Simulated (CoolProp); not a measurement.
Vapour pressure (MPa) of dimethyl ether: the reference equation beside estimates from Tc = 400.4 K, pc = 5.337 MPa, ω = 0.196. Clausius-Clapeyron is anchored at 322.4 K with a constant enthalpy of vaporisation of 16.62 kJ/mol.

Values from CoolProp's reference Helmholtz-energy equation of state, Wu 2011.

```
T (K)  reference  Clausius-Clapeyron  van der Waals  Redlich-Kwong  Soave-Redlich-Kwong
-----  ---------  ------------------  -------------  -------------  -------------------
303.3     0.6829              0.7601          1.582         0.8787               0.6875
306.5     0.7457              0.8142          1.663         0.9513                  [?]
309.6     0.8105                 [?]          1.745          1.025               0.8175
312.8     0.8817              0.9285          1.832          1.106               0.8901
316       0.9574              0.9906          1.921          1.191               0.9673
319.2      1.038               1.055          2.013          1.281                1.049
322.4      1.123               1.123          2.108          1.375                1.137
325.6      1.213               1.194          2.206          1.473                1.229
328.8      1.309               1.267          2.307          1.577                1.327
332        1.410                 [?]          2.410          1.685                1.430
335.2      1.517               1.423          2.516          1.798                1.539
338.4      1.629               1.506          2.625          1.916                1.655
341.6      1.748               1.591          2.737          2.039                1.776
```

### Question
Complete the blanks.

### Answer

- 306.5, Soave-Redlich-Kwong: 0.7514
- 309.6, Clausius-Clapeyron: 0.8692
- 332, Clausius-Clapeyron: 1.344

Absolute difference from the reference over all 13 rows, mean and median: Clausius-Clapeyron 5.4 and 5.3 %, van der Waals 90.2 and 87.7 %, Redlich-Kwong 22.5 and 22.4 %, Soave-Redlich-Kwong 1.2 and 1.2 %.
